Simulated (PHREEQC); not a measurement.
A column of 0.1 m (30 cells, dispersivity 0.0035 m, 300 s a shift, diffusion coefficient 3e-10 m²/s) holds 0.017 eq of the database's cation exchanger X per kg of pore water, first in equilibrium with 0.00035 mol KBr, 0.039 mol BaCl2 and 1e-05 mol HCl per kg of water. It is flushed with 0.0065 mol/kgw MgCl2 and 1e-05 mol/kgw HCl, at 25 °C. Values are for the last cell. The system is closed to CO2. Nothing may precipitate in this run.

The series has 31 steps of pore volumes, from 0 to 5.017.

Model: ion-association model, phreeqc.dat, run in PHREEQC.

Question: After how many pore volumes does Mg at the outlet first reach half of its feed value?

Answer: By 2.2 pore volumes.
